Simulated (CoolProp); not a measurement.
Values from CoolProp's reference Helmholtz-energy equation of state, Zhou 2011.

Problem. For dimethyl carbonate, give the phase and the Joule-Thomson coefficient (K/MPa), expansivity (1/kK) at 489 K and 1.62 MPa; 511.2 K and 1.62 MPa.

Solution. 
- 489 K and 1.62 MPa: gas; Joule-Thomson coefficient 13.7, expansivity 4.43
- 511.2 K and 1.62 MPa: gas; Joule-Thomson coefficient 11.1, expansivity 3.63
